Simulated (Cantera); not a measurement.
A perfectly stirred reactor is fed with C₂H₆ : N₂ = 1 : 4.8 (molar parts), at 0.000217 atm; it is held at 1500 K, and followed from long to short residence time.

Cantera simulation using GRI-Mech 3.0 (53 species, 325 reactions); the numbers are that mechanism's predictions, not measurements. GRI-Mech 3.0 stops at C3 and has no aromatics, soot or wall deposition, so with more carbon than oxygen in the feed, carbon stays in small species such as C2H2 where larger ones or solid carbon would form. Radical loss at walls, strong at low pressure, is not modelled.

Q: What does this change do: C2H6 1 to 5.7 parts?

A: 
```json
[
 {"quantity": "x(C₂H₆) at τ = 0.830 s", "before": "0.0114", "after": "0.0196"},
 {"quantity": "x(H₂) at τ = 0.830 s", "before": "0.121", "after": "0.271"},
 {"quantity": "x(HCN) at τ = 0.830 s", "before": "6.32e-7", "after": "1.31e-7"},
 {"quantity": "x(C₂H₂) at τ = 0.830 s", "before": "0.0612", "after": "0.150"},
 {"quantity": "x(C₂H) at τ = 0.830 s", "before": "6.09e-7", "after": "9.70e-7"},
 {"quantity": "x(C₂H₆) at τ = 17.0 ms", "before": "0.153", "after": "0.403"},
 {"quantity": "x(H₂) at τ = 17.0 ms", "before": "0.00756", "after": "0.0481"},
 {"quantity": "x(HCN) at τ = 17.0 ms", "before": "2.63e-8", "after": "1.41e-8"},
 {"quantity": "x(C₂H₂) at τ = 17.0 ms", "before": "0.000133", "after": "0.00239"},
 {"quantity": "x(C₂H) at τ = 17.0 ms", "before": "4.59e-9", "after": "3.83e-8"}
]
```

Q: What does this change do: temperature 1500 to 1750 K?

A: 
```csv
quantity,before,after
x(C₂H₆) at τ = 0.830 s,0.0114,0.00143
x(H₂) at τ = 0.830 s,0.121,0.189
x(HCN) at τ = 0.830 s,6.32e-7,1.88e-5
x(C₂H₂) at τ = 0.830 s,0.0612,0.101
x(C₂H) at τ = 0.830 s,6.09e-7,8.97e-6
x(C₂H₆) at τ = 17.0 ms,0.153,0.0534
x(H₂) at τ = 17.0 ms,0.00756,0.0583
x(HCN) at τ = 17.0 ms,2.63e-8,1.88e-6
x(C₂H₂) at τ = 17.0 ms,0.000133,0.0139
x(C₂H) at τ = 17.0 ms,4.59e-9,3.21e-6
```

Q: What does this change do: temperature 1500 to 1600 K?

A: 
| quantity | before | after |
|---|---|---|
| x(C₂H₆) at τ = 0.830 s | 0.0114 | 0.00465 |
| x(H₂) at τ = 0.830 s | 0.121 | 0.153 |
| x(HCN) at τ = 0.830 s | 6.32e-7 | 2.96e-6 |
| x(C₂H₂) at τ = 0.830 s | 0.0612 | 0.0827 |
| x(C₂H) at τ = 0.830 s | 6.09e-7 | 2.17e-6 |
| x(C₂H₆) at τ = 17.0 ms | 0.153 | 0.115 |
| x(H₂) at τ = 17.0 ms | 0.00756 | 0.0244 |
| x(HCN) at τ = 17.0 ms | 2.63e-8 | 2.11e-7 |
| x(C₂H₂) at τ = 17.0 ms | 0.000133 | 0.00179 |
| x(C₂H) at τ = 17.0 ms | 4.59e-9 | 1.34e-7 |
